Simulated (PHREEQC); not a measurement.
0.12 g of hydrous ferric oxide (600 m²/g; 0.2 weak and 0.005 strong sites per Fe, Dzombak-Morel constants, diffuse double layer) in 1 kg of water with 0.005 mol/kgw of an inert sodium salt and 3.3e-05 mol Na2SeO4, at 25 °C; the pH is set by adding NaOH or the inert anion's acid. O2 is buffered at 0.21 atm. The system is closed to CO2. No solid was allowed to form.

Base run: PHREEQC, ion-association model, wateq4f.dat. Each further column changes one thing. The table gives surface charge σ (C/m²).

```tsv
pH	base	background salt from 0.005 to 0.0005 mol/kgw	oxide from 0.12 to 0.6 g/kgw
3	0.234	0.186	0.292
4.33	0.110	0.052	0.142
5.67	0.036	0.013	0.048
7	0.012	0.004	0.012
8.33	-0.002	-0.001	-0.002
9.67	-0.022	-0.008	-0.022
11	-0.081	-0.050	-0.082
```

The oxide is taken as insoluble; below pH 4 it would dissolve.
